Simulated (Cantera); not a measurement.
Mixture: H₂ : O₂ : N₂ = 1 : 0.385 : 1.45 (molar parts), equivalence ratio 1.3, at 233 Torr, adiabatic and at constant volume. Ignition delay is the time to a rise of 400 K.

Computed with Cantera and GRI-Mech 3.0 (53 species, 325 reactions). Where the delays flatten at high temperature, the 400 K rule measures the pace of heat release, not the induction time.

Q: What does this change do: pressure from 233 Torr to 3750 Torr?

A: 
```json
[
 {"quantity": "delay at 1050 K", "before": "0.359 ms", "after": "2.34 ms"},
 {"quantity": "delay at 1150 K", "before": "0.192 ms", "after": "48.3 µs"},
 {"quantity": "delay at 1250 K", "before": "0.121 ms", "after": "9.45 µs"},
 {"quantity": "delay at 1350 K", "before": "88.5 µs", "after": "4.96 µs"},
 {"quantity": "delay at 1450 K", "before": "73.2 µs", "after": "3.21 µs"},
 {"quantity": "delay at 1550 K", "before": "67.7 µs", "after": "2.30 µs"}
]
```
The hydrogen kinetics of GRI-Mech 3.0 are dated; newer H2 mechanisms differ, most at raised pressure.
